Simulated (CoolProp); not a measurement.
Values from CoolProp's reference Helmholtz-energy equation of state, Bücker 2006.

For isobutane, give the phase and the density (kg/m³), cv (kJ/(kg K)), isothermal compressibility (1/MPa), expansivity (1/kK) at 458.9 K and 3.3 MPa; 458.9 K and 8.25 MPa.


- 458.9 K and 3.3 MPa: gas; density 66.0, cv 2.34, isothermal compressibility 0.413, expansivity 5.28
- 458.9 K and 8.25 MPa: supercritical; density 284, cv 2.41, isothermal compressibility 0.112, expansivity 10.5
